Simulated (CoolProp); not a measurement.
Values from CoolProp's reference Helmholtz-energy equation of state, Span 2000.

**Question.** For nitrogen, give the phase and the density (kg/m³), cv (kJ/(kg K)), speed of sound (m/s), viscosity (µPa s) at 167.6 K and 0.739 MPa.

**Answer.** 
- 167.6 K and 0.739 MPa: gas; density 15.3, cv 0.752, speed of sound 261, viscosity 11.3

Viscosity comes from a separate model (Lemmon 2004).
